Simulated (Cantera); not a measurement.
Mixture: 7.35 % CH4, 1.62 % CO, 19.1 % O2, 71.9 % N2, equivalence ratio 0.81, at 0.540 bar, adiabatic and at constant pressure. Ignition delay is the time to a rise of 400 K.

Model: GRI-Mech 3.0 (53 species, 325 reactions), integrated in Cantera.

Task: Predict: delay at 1150 K; delay at 1350 K; delay at 1550 K; delay at 1750 K; delay at 1950 K; apparent activation energy between 1750 and 1950 K.

Result: delay at 1150 K: 0.162 s
delay at 1350 K: 9.12 ms
delay at 1550 K: 1.12 ms
delay at 1750 K: 0.261 ms
delay at 1950 K: 87.8 µs
apparent activation energy between 1750 and 1950 K: 150 kJ/mol
